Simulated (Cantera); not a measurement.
A freely propagating, adiabatic, planar premixed flame of H2 : O2 : N2 = 1 : 0.42 : 1.25 (molar parts), unburnt at 475 K and 1.00 bar; mixture-averaged transport, grid criteria slope 0.08 and curve 0.16, no radiation.

Detailed kinetics in Cantera: the H2/O2 subset of GRI-Mech 3.0, which has no nitrogen chemistry. Burning velocities carry a grid error of a few per cent, more on coarse grids.

Question: Predict: laminar burning velocity; thermal thickness; peak x(H2O2); peak x(OH); peak x(HO2).

Answer: 
| Quantity | Result |
|---|---|
| laminar burning velocity | 676 cm/s |
| thermal thickness | 0.403 mm |
| peak x(H2O2) | 4.23e-5 |
| peak x(OH) | 0.0210 |
| peak x(HO2) | 0.000444 |
